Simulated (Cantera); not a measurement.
Input: 1 mol Si, a varied amount of Br2, 6.9 mol H2, held at 725 K and 0.435 Torr.

These are equilibrium values from Cantera (NASA tables, ideal gas, pure condensed phases), not measurements of a reactor. Candidate condensed phases: Br2, Si; 19 gas species. Rates play no part.

What share of the Si ends up in condensed phases as a function of n(Br2) (mol), at 0.63, 0.74, 0.88, 1, 1.2, 1.5, 1.7, 2, 2.4, 2.8, 3.4?


| n(Br2) (mol) | Si condensed (%) | as |
|---|---|---|
| 0.63 | 69.4 | Si(s) |
| 0.74 | 63.9 | Si(s) |
| 0.88 | 56.9 | Si(s) |
| 1 | 50.9 | Si(s) |
| 1.2 | 40.9 | Si(s) |
| 1.5 | 26.0 | Si(s) |
| 1.7 | 16.0 | Si(s) |
| 2 | 1.0 | Si(s) |
| 2.4 | 0.0 | - |
| 2.8 | 0.0 | - |
| 3.4 | 0.0 | - |
